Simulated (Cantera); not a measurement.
Feed: 1 mol Si, 27 mol HCl, 0.41 mol H2, held at 0.143 Torr.

Cantera equilibrium calculation (NASA polynomials, part measured and part estimated; ideal gas, pure solids and liquids). Candidate condensed phases: Si; 19 gas species. The tables' values for SiCl3, SiCl are old estimates; treat these amounts as uncertain. Equilibrium is a limit: real reactors are often held back by kinetics, nucleation or transport.

log p: log10 of the partial pressure in bar; nothing condenses.

| T (°C) | log p HCl | log p H2 | log p SiCl4 | log p SiCl2 | log p Cl | log p SiCl3 |
|---|---|---|---|---|---|---|
| 202 | -3.78 | -4.76 | -5.14 | <-15 | <-15 | <-15 |
| 302 | -3.78 | -4.76 | -5.14 | <-15 | <-15 | -14.48 |
| 402 | -3.78 | -4.76 | -5.14 | <-15 | ___ | -12.08 |
| 502 | -3.78 | -4.76 | -5.14 | -13.34 | -13.38 | -10.32 |
| 602 | -3.78 | -4.76 | -5.14 | -11.02 | -11.71 | -8.96 |
| 702 | -3.78 | -4.76 | -5.14 | -9.18 | -10.37 | -7.89 |
| 802 | -3.78 | -4.76 | -5.15 | -7.70 | -9.28 | -7.03 |
| 902 | -3.78 | -4.78 | -5.19 | ___ | ___ | -6.36 |
| 1002 | -3.77 | -4.83 | -5.37 | -5.75 | -7.56 | -5.97 |
| 1102 | -3.77 | -4.91 | -5.78 | -5.38 | -6.86 | -5.91 |
| 1202 | -3.77 | -4.96 | -6.35 | -5.25 | -6.26 | -6.07 |
| 1302 | -3.77 | -4.96 | -6.96 | -5.20 | -5.77 | -6.29 |
| 1402 | -3.78 | -4.93 | -7.58 | -5.18 | -5.36 | -6.54 |

Q: Fill in the missing entries.

A: 
- 402, log p Cl: -15.55
- 902, log p SiCl2: -6.53
- 902, log p Cl: -8.36
